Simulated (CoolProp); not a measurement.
CF4 (R14) along the isobar 49.3 bar: density (kg/m³) from the reference equation and from simpler models built on Tc = 227.4 K, pc = 37.62 bar, ω = 0.178; each cubic takes its own stable root.

Computed with CoolProp (reference Helmholtz-energy equation of state, Platzer 1990). This equation is an older, rougher fit; its heat capacities, sound speeds and derivatives of the liquid may be far off and weren't checked against measurements.

```json
[
 {"T (K)": "204.2", "phase": "liquid", "reference": "___", "van der Waals": "865.8", "Redlich-Kwong": "1153", "Soave-Redlich-Kwong": "1181", "Peng-Robinson": "1331"},
 {"T (K)": "219.5", "phase": "liquid", "reference": "1109", "van der Waals": "776.9", "Redlich-Kwong": "980.3", "Soave-Redlich-Kwong": "___", "Peng-Robinson": "1113"},
 {"T (K)": "234.8", "phase": "supercritical", "reference": "758.3", "van der Waals": "639.0", "Redlich-Kwong": "691.7", "Soave-Redlich-Kwong": "658.5", "Peng-Robinson": "712.1"},
 {"T (K)": "250.1", "phase": "supercritical", "reference": "359.4", "van der Waals": "396.4", "Redlich-Kwong": "372.3", "Soave-Redlich-Kwong": "351.1", "Peng-Robinson": "370.5"},
 {"T (K)": "265.4", "phase": "supercritical", "reference": "281.8", "van der Waals": "301.7", "Redlich-Kwong": "291.0", "Soave-Redlich-Kwong": "277.3", "Peng-Robinson": "290.2"},
 {"T (K)": "280.7", "phase": "supercritical", "reference": "242.2", "van der Waals": "257.1", "Redlich-Kwong": "249.3", "Soave-Redlich-Kwong": "238.4", "Peng-Robinson": "248.1"},
 {"T (K)": "296", "phase": "supercritical", "reference": "215.9", "van der Waals": "228.3", "Redlich-Kwong": "221.8", "Soave-Redlich-Kwong": "___", "Peng-Robinson": "220.3"},
 {"T (K)": "311.3", "phase": "supercritical", "reference": "196.5", "van der Waals": "207.2", "Redlich-Kwong": "201.6", "Soave-Redlich-Kwong": "193.4", "Peng-Robinson": "199.8"},
 {"T (K)": "326.6", "phase": "supercritical", "reference": "181.2", "van der Waals": "190.7", "Redlich-Kwong": "185.8", "Soave-Redlich-Kwong": "___", "Peng-Robinson": "183.9"},
 {"T (K)": "341.9", "phase": "supercritical", "reference": "168.8", "van der Waals": "177.3", "Redlich-Kwong": "172.9", "Soave-Redlich-Kwong": "166.2", "Peng-Robinson": "170.9"}
]
```

Q: Complete the blanks.

A: 
- 204.2, reference: 1260
- 219.5, Soave-Redlich-Kwong: 995.5
- 296, Soave-Redlich-Kwong: 212.5
- 326.6, Soave-Redlich-Kwong: 178.4
